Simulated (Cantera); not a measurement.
An adiabatic, constant-pressure homogeneous reactor starts with CO : H2 : CH4 : O2 : N2 = 1 : 0.99 : 0.39 : 2.31 : 8.67 (molar parts), at 1123 K and 0.420 bar. Integrator tolerance rtol = 1e-08.

Model: GRI-Mech 3.0 (53 species, 325 reactions), integrated in Cantera.

**Question.** What does this change do: pressure from 0.420 bar to 1.10 bar?

**Answer.** 
```
quantity                                                            before                                    after
---------------------------------  ---------------------------------------  ---------------------------------------
time of steepest temperature rise                                 0.626 ms                                 0.355 ms
temperature at 0.500 s                                              2491 K                                   2539 K
equilibrium temperature                                             2491 K                                   2539 K
x(CO) at 0.500 s                     0.0223 (gas-phase equilibrium 0.0223)    0.0188 (gas-phase equilibrium 0.0188)
x(H2) at 0.500 s                   0.00522 (gas-phase equilibrium 0.00522)  0.00422 (gas-phase equilibrium 0.00422)
x(CH4) at 0.500 s                    <1e-12 (gas-phase equilibrium <1e-12)    <1e-12 (gas-phase equilibrium <1e-12)
x(C2H6) at 0.500 s                   <1e-12 (gas-phase equilibrium <1e-12)    <1e-12 (gas-phase equilibrium <1e-12)
x(O) at 0.500 s                    0.00462 (gas-phase equilibrium 0.00462)  0.00353 (gas-phase equilibrium 0.00353)
x(HO2) at 0.500 s                  4.06e-6 (gas-phase equilibrium 4.06e-6)  5.73e-6 (gas-phase equilibrium 5.73e-6)
```
